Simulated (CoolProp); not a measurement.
A simple Rankine cycle with R236FA: condensing at 305.15 K, boiler at 2.36 MPa, turbine inlet 387.8 K, turbine efficiency 0.7, pump efficiency 0.8, no recuperator. Each further row changes one setting.

The numbers come from the reference Helmholtz-energy equation of state, Pan 2012 in CoolProp.

| case | thermal efficiency (%) | net work (kJ/kg) | heat in (kJ/kg) | turbine exit temperature (K) | volume ratio over the turbine |
|---|---|---|---|---|---|
| as stated | 10.1 | … | 186 | 333.7 | 9.20 |
| condensing temperature 297.15 K | … | … | … | 329.1 | 12.0 |
| boiler pressure 1.65 MPa | 8.8 | … | 202 | … | … |
| turbine efficiency 0.6 | 8.5 | 15.8 | 186 | 336.9 | … |

### Question
Complete the blanks.

### Answer

- as stated, net work (kJ/kg): 18.7
- condensing temperature 297.15 K, thermal efficiency (%): 11.1
- condensing temperature 297.15 K, net work (kJ/kg): 21.7
- condensing temperature 297.15 K, heat in (kJ/kg): 196
- boiler pressure 1.65 MPa, net work (kJ/kg): 17.7
- boiler pressure 1.65 MPa, turbine exit temperature (K): 351.5
- boiler pressure 1.65 MPa, volume ratio over the turbine: 5.40
- turbine efficiency 0.6, volume ratio over the turbine: 9.31
